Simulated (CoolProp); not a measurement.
The numbers come from the reference Helmholtz-energy equation of state, Lemmon 2006 in CoolProp. It is a short technical equation, of lower accuracy than the large ones.

Question: Give the vapour pressure (bar), vapour density (kg/m³), surface tension (mN/m) of saturated carbonyl sulfide at -57.25, -31.95, 3.45 °C.

Answer: 
```tsv
T (°C)	p (bar)	vapour density (kg/m³)	surface tension (mN/m)
-57.25	0.721	2.47	22.1
-31.95	2.20	6.91	17.4
3.45	7.20	21.1	11.5
```

Surface tension comes from a separate correlation (Mulero 2012).
